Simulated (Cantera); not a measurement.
Feed: 1 mol Si3N4, 0.39 mol H2O, 1 mol N2, 0.8 mol CO2, held at 1198 K and 3.53 Torr.

Method: chemical equilibrium by Gibbs-energy minimisation in Cantera with the NASA 1993 tables (ideal gas, pure condensed phases). Candidate condensed phases: C, C6H6, C7H8, C8H18, H2O, Si, SiC, SiO2, Si2N2O, Si3N4; 151 gas species. Rates play no part.

Base state: N2 0.630, CO 0.206, H2 0.164, HCN 2.34e-5 (mole fractions); condensed: C(graphite) + Si2N2O(s).

Q: What changes in the equilibrium state with this change: temperature from 1198 K to 2025 K?

A: 
```json
[
 {"species": "N2", "before": "0.630", "after": "0.548"},
 {"species": "SiO", "before": "8.93e-8", "after": "0.266"},
 {"species": "CO", "before": "0.206", "after": "0.0974"},
 {"species": "H2", "before": "0.164", "after": "0.0674"},
 {"species": "Si", "before": "<1e-9", "after": "0.0124"},
 {"species": "Si2C", "before": "<1e-9", "after": "0.000377"},
 {"species": "Si2N", "before": "<1e-9", "after": "0.000198"},
 {"species": "C(graphite), mol", "before": "0.310", "after": "0"},
 {"species": "Si2N2O(s), mol", "before": "1.50", "after": "0"},
 {"species": "Si(l), mol", "before": "0", "after": "1.20"},
 {"species": "SiC(s), mol", "before": "0", "after": "0.264"}
]
```
Mutual solubility and eutectic melting of coexisting phases are not modelled. The tables' values for SiN are old estimates; treat these amounts as uncertain.
